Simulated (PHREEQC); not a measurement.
Model water analysis in mg/L, 25 °C, pH 5.96, pe 0.2:

```json
[
 {"constituent": "Na", "mg/L": "12.5"},
 {"constituent": "K", "mg/L": "0.157"},
 {"constituent": "Ca", "mg/L": "5.57"},
 {"constituent": "Mg", "mg/L": "1.24"},
 {"constituent": "Cl", "mg/L": "13.4"},
 {"constituent": "S(6) as SO4", "mg/L": "15.6"},
 {"constituent": "Alkalinity as HCO3", "mg/L": "12.7"},
 {"constituent": "Si as SiO2", "mg/L": "0.00876"}
]
```

Na is adjusted to close the charge balance.
Valence states are taken as typed.

Computed with PHREEQC (ion-association model, wateq4f.dat).

Each row changes one thing in this solution. This is a speciation only: nothing precipitates in the calculation.

| case | CO2 (mol/kgw) | HCO3- (mol/kgw) | CaSO4 (mol/kgw) | MgSO4 (mol/kgw) | NaSO4- (mol/kgw) | CaHCO3+ (mol/kgw) | SI of Quartz (SiO2) | SI of Gypsum (CaSO4:2H2O) |
|---|---|---|---|---|---|---|---|---|
| as made | 0.000495 | 0.000209 | 3.12e-6 | 1.34e-6 | 3.55e-7 | 3.09e-7 | -2.86 | -3.23 |
| pH from 5.96 to 6.46 at the same alkalinity | 0.000156 | ? | 3.12e-6 | 1.34e-6 | 3.55e-7 | 3.07e-7 | -2.86 | -3.23 |
| Si from 0.00876 to 0.00438 mg/L | 0.000495 | 0.000209 | 3.12e-6 | 1.34e-6 | 3.55e-7 | 3.09e-7 | ? | -3.23 |
| all concentrations times 4 at the same typed pH | ? | ? | 3.43e-5 | 1.47e-5 | 4.67e-6 | 4.08e-6 | ? | -2.18 |

Q: What belongs in the gaps?

A: 
- pH from 5.96 to 6.46 at the same alkalinity, HCO3- (mol/kgw): 0.000208
- Si from 0.00876 to 0.00438 mg/L, SI of Quartz (SiO2): -3.16
- all concentrations times 4 at the same typed pH, CO2 (mol/kgw): 0.00189
- all concentrations times 4 at the same typed pH, HCO3- (mol/kgw): 0.000828
- all concentrations times 4 at the same typed pH, SI of Quartz (SiO2): -2.25

Complexes and solids missing from the database can't appear.
